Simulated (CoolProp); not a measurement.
Vapour-liquid equilibrium of R1234ze(E) (1) + R227EA (2) at 45.3 kPa; x and y are mole fractions of (1).

The numbers come from the multi-fluid Helmholtz-energy mixture model, Thol 2016 and Lemmon 2016; pair parameters Bell 2023 in CoolProp.

```json
[
 {"x": "0.05", "bubble temperature, mixture model (K)": "239.5", "bubble temperature, Raoult's law (K)": "239.5", "y, mixture model": "0.060", "y, Raoult's law": "0.056"},
 {"x": "0.125", "bubble temperature, mixture model (K)": "239.2", "bubble temperature, Raoult's law (K)": "239.3", "y, mixture model": "0.146", "y, Raoult's law": "0.140"},
 {"x": "0.2", "bubble temperature, mixture model (K)": "238.9", "bubble temperature, Raoult's law (K)": "239.1", "y, mixture model": "0.230", "y, Raoult's law": "0.221"},
 {"x": "0.275", "bubble temperature, mixture model (K)": "238.6", "bubble temperature, Raoult's law (K)": "238.9", "y, mixture model": "0.309", "y, Raoult's law": "0.301"},
 {"x": "0.35", "bubble temperature, mixture model (K)": "238.4", "bubble temperature, Raoult's law (K)": "238.7", "y, mixture model": "0.387", "y, Raoult's law": "0.380"},
 {"x": "0.425", "bubble temperature, mixture model (K)": "238.1", "bubble temperature, Raoult's law (K)": "238.6", "y, mixture model": "0.461", "y, Raoult's law": "0.457"},
 {"x": "0.5", "bubble temperature, mixture model (K)": "237.9", "bubble temperature, Raoult's law (K)": "238.4", "y, mixture model": "0.533", "y, Raoult's law": "0.532"},
 {"x": "0.575", "bubble temperature, mixture model (K)": "237.8", "bubble temperature, Raoult's law (K)": "238.2", "y, mixture model": "0.604", "y, Raoult's law": "0.606"},
 {"x": "0.65", "bubble temperature, mixture model (K)": "237.6", "bubble temperature, Raoult's law (K)": "238.0", "y, mixture model": "0.674", "y, Raoult's law": "0.679"},
 {"x": "0.725", "bubble temperature, mixture model (K)": "237.5", "bubble temperature, Raoult's law (K)": "237.8", "y, mixture model": "0.743", "y, Raoult's law": "0.750"},
 {"x": "0.8", "bubble temperature, mixture model (K)": "237.3", "bubble temperature, Raoult's law (K)": "237.6", "y, mixture model": "0.812", "y, Raoult's law": "0.820"},
 {"x": "0.875", "bubble temperature, mixture model (K)": "237.2", "bubble temperature, Raoult's law (K)": "237.4", "y, mixture model": "0.881", "y, Raoult's law": "0.888"},
 {"x": "0.95", "bubble temperature, mixture model (K)": "237.2", "bubble temperature, Raoult's law (K)": "237.3", "y, mixture model": "0.952", "y, Raoult's law": "0.956"}
]
```

The largest gap from Raoult's law is -0.5 K in bubble temperature, at x = 0.5. No azeotrope shows between x = 0.05 and 0.95.

Pair parameters are fitted to limited data, so mixtures are less certain than the pure fluids.
